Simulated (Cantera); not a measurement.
Charge: 1 mol (CH3)2SiCl2, 0.0039 mol C3H8, 2.2 mol H2, 0.025 mol CH4, equilibrated at 0.00470 bar.

Method: chemical equilibrium by Gibbs-energy minimisation in Cantera with the NASA 1993 tables (ideal gas, pure condensed phases). Candidate condensed phases: C, C6H6, C7H8, C8H18, Si, SiC; 109 gas species. The feed counts by its element totals alone. Gases not in the tables: Si2H6 and higher silanes. Equilibrium is a limit: real reactors are often held back by kinetics, nucleation or transport.

What share of the Si ends up in condensed phases as a function of T (K), at 948, 1098, 1248, 1398, 1548, 1698, 1848, 1998, 2148, 2298, 2448?


| T (K) | Si condensed (%) | as |
|---|---|---|
| 948 | 74.8 | SiC(s) |
| 1098 | 92.8 | SiC(s) |
| 1248 | 98.5 | SiC(s) |
| 1398 | 98.5 | SiC(s) |
| 1548 | 97.3 | SiC(s) |
| 1698 | 95.5 | SiC(s) |
| 1848 | 93.0 | SiC(s) |
| 1998 | 89.9 | SiC(s) |
| 2148 | 83.7 | SiC(s) |
| 2298 | 57.4 | SiC(s) |
| 2448 | 0.0 | - |
